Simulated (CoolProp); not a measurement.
Vapour-liquid equilibrium of R125 (1) + R236EA (2) at 0.25 MPa; x and y are mole fractions of (1).

Computed with CoolProp (multi-fluid Helmholtz-energy mixture model, Lemmon 2005 and Rui 2013; pair parameters Bell 2016).

Question: Give the bubble temperature and the first vapour's composition at x = 0.2, 0.65, 0.95. Is there an azeotrope?

Answer: x = 0.2: 7.4 °C, y = 0.636; x = 0.65: -17.6 °C, y = 0.942; x = 0.95: -26.5 °C, y = 0.994. No azeotrope shows between x = 0.05 and 0.95.

The pair parameters rest on a limited set of measurements; away from them the model extrapolates.
